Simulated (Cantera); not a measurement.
A perfectly stirred reactor is fed with CH4 : H2O = 1 : 1.1 (molar parts), at 0.132 atm; it is held at 2123 K, and followed from long to short residence time.

Computed with Cantera and GRI-Mech 3.0 (53 species, 325 reactions).

x: mole fraction; the columns are a selection and need not sum to one.

```json
[
 {"τ (s)": "2.7", "x CH4": "0.00100", "x H2O": "0.0276", "x C2H2": "0.00188", "x O": "___", "x C2H": "5.58e-7"},
 {"τ (s)": "0.51", "x CH4": "0.00284", "x H2O": "0.0433", "x C2H2": "0.00888", "x O": "___", "x C2H": "2.48e-6"},
 {"τ (s)": "0.095", "x CH4": "0.00750", "x H2O": "0.0855", "x C2H2": "0.0277", "x O": "___", "x C2H": "7.08e-6"},
 {"τ (s)": "0.018", "x CH4": "0.0186", "x H2O": "0.170", "x C2H2": "0.0632", "x O": "6.22e-7", "x C2H": "1.48e-5"},
 {"τ (s)": "0.0034", "x CH4": "0.0457", "x H2O": "0.283", "x C2H2": "0.101", "x O": "6.53e-7", "x C2H": "2.16e-5"},
 {"τ (s)": "0.00063", "x CH4": "0.116", "x H2O": "0.375", "x C2H2": "0.0995", "x O": "6.18e-7", "x C2H": "1.90e-5"},
 {"τ (s)": "0.00012", "x CH4": "0.270", "x H2O": "0.455", "x C2H2": "0.0445", "x O": "___", "x C2H": "6.98e-6"}
]
```

Question: Some entries are withheld; supply them.

Answer: 
- 2.7, x O: 2.72e-7
- 0.51, x O: 3.52e-7
- 0.095, x O: 4.93e-7
- 0.00012, x O: 5.55e-7
